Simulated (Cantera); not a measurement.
Adiabatic ignition

An adiabatic, constant-volume homogeneous reactor starts with 15.3 % CH4, 1.52 % CO, 17.5 % O2, 65.7 % N2, at 1125 K and 1.97 atm.

Model: GRI-Mech 3.0 (53 species, 325 reactions), integrated in Cantera.

```tsv
t (s)	T (K)	P (bar)	x CH4	x CO	x O2	x N2O	x H2O2	x NO
3.00e-6	1125	2.00	0.153	0.0152	0.175	<1e-12	2.32e-12	<1e-12
6.83e-6	1125	2.00	0.153	0.0152	0.175	<1e-12	1.19e-11	<1e-12
1.55e-5	1125	2.00	0.153	0.0152	0.175	<1e-12	6.09e-11	<1e-12
3.54e-5	1125	2.00	0.153	0.0152	0.175	<1e-12	3.07e-10	<1e-12
8.05e-5	1125	2.00	0.153	0.0152	0.175	<1e-12	1.47e-9	<1e-12
0.000183	1125	2.00	0.153	0.0152	0.175	<1e-12	6.47e-9	<1e-12
0.000417	1125	2.00	0.153	0.0152	0.175	<1e-12	2.33e-8	<1e-12
0.000949	1125	2.00	0.153	0.0152	0.175	<1e-12	5.60e-8	<1e-12
0.00216	1125	2.00	0.153	0.0152	0.175	1.87e-12	7.44e-8	<1e-12
0.00491	1125	2.00	0.153	0.0152	0.175	5.19e-12	8.93e-8	<1e-12
0.0112	1125	2.00	0.153	0.0152	0.175	1.52e-11	1.35e-7	<1e-12
0.0255	1126	2.00	0.153	0.0152	0.175	5.31e-11	2.72e-7	<1e-12
0.0579	1132	2.01	0.152	0.0153	0.174	2.64e-10	8.90e-7	<1e-12
0.132	2657	5.37	7.15e-11	0.125	4.28e-5	4.04e-8	2.15e-8	0.000365
0.300	2657	5.37	7.15e-11	0.125	4.28e-5	4.04e-8	2.15e-8	0.000365
```
x: mole fraction; the columns are a selection and need not sum to one.

```
Quantity                                                              Result
---------------------------------  -----------------------------------------
time of steepest temperature rise                                    0.112 s
temperature at 0.300 s                                                2657 K
equilibrium temperature                                               2657 K
x(CH4) at 0.300 s                  7.15e-11 (gas-phase equilibrium 8.05e-11)
x(CO) at 0.300 s                         0.125 (gas-phase equilibrium 0.125)
x(O2) at 0.300 s                     4.28e-5 (gas-phase equilibrium 4.28e-5)
```
